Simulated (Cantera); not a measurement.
A closed system holds: 1 mol Al, 0.35 mol Cl₂, 16 mol H₂, equilibrated at 1.90 mbar.

These are equilibrium values from Cantera (NASA tables, ideal gas, pure condensed phases), not measurements of a reactor. Candidate condensed phases: Al, AlCl₃; 12 gas species. Rates play no part.

Over these rows the condensed part is Al(l). Partial pressures as log10 of bar:

| T (K) | 1000/T (1/K) | log p AlCl₃ | log p H₂ | log p AlCl |
|---|---|---|---|---|
| 998 | 1.0020 | -5.61 | -2.74 | -4.15 |
| 1023 | 0.9775 | -6.02 | -2.74 | -4.12 |
| 1048 | 0.9542 | -6.46 | -2.74 | -4.11 |
| 1073 | 0.9320 | ? | -2.74 | -4.11 |
| 1098 | 0.9107 | -7.32 | -2.74 | -4.10 |
| 1123 | 0.8905 | -7.72 | -2.74 | -4.10 |

Task: Fit log p(AlCl₃) = a + b·(1000/T) to the five rows, give the apparent enthalpy, and predict the row at 1073 K.

Result: Means: 1000/T = 0.9470, log p = -6.626. Sxy = 0.162561, Sxx = 0.0085170, so b = 19.09 and a = -6.626 − (19.09)×0.9470 = -24.70.
Apparent enthalpy: −19.145 × (19.09) = -365 kJ/mol. With the condensed phases at unit activity, 3 AlCl(g) = AlCl₃(g) + 2 Al(l) links this pressure to the main gases: over the six rows their terms move log p by +0.15 in all, so the slope isn't that reaction's ΔH° alone. The five rows lie within 0.04 of the line.
Prediction at 1073 K: -24.70 + (19.09)×0.9320 = -6.91. The computed value is -6.89, 0.02 from the line.
